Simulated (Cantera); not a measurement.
A perfectly stirred reactor is fed with C2H6 : N2 = 1 : 26 (molar parts), at 0.000138 atm; it is held at 1850 K, and followed from long to short residence time.

Detailed kinetics in Cantera: GRI-Mech 3.0 (53 species, 325 reactions). GRI-Mech 3.0 stops at C3 and has no aromatics, soot or wall deposition, so with more carbon than oxygen in the feed, carbon stays in small species such as C2H2 where larger ones or solid carbon would form. Radical loss at walls, strong at low pressure, is not modelled.

**Question.** Predict: x(C2H6) at τ = 6.70 s; x(CH4) at τ = 6.70 s; x(C2H4) at τ = 6.70 s; x(H) at τ = 6.70 s; x(HCN) at τ = 6.70 s; x(C2H6) at τ = 47.0 ms; x(CH4) at τ = 47.0 ms; x(C2H4) at τ = 47.0 ms; x(H) at τ = 47.0 ms; x(HCN) at τ = 47.0 ms.

**Answer.** 
```json
{
  "x(C2H6) at τ = 6.70 s": "5.23e-5",
  "x(CH4) at τ = 6.70 s": "0.00336",
  "x(C2H4) at τ = 6.70 s": "0.000370",
  "x(H) at τ = 6.70 s": "0.00149",
  "x(HCN) at τ = 6.70 s": "0.000246",
  "x(C2H6) at τ = 47.0 ms": "0.00573",
  "x(CH4) at τ = 47.0 ms": "0.00520",
  "x(C2H4) at τ = 47.0 ms": "0.00922",
  "x(H) at τ = 47.0 ms": "0.00197",
  "x(HCN) at τ = 47.0 ms": "1.60e-5"
}
```
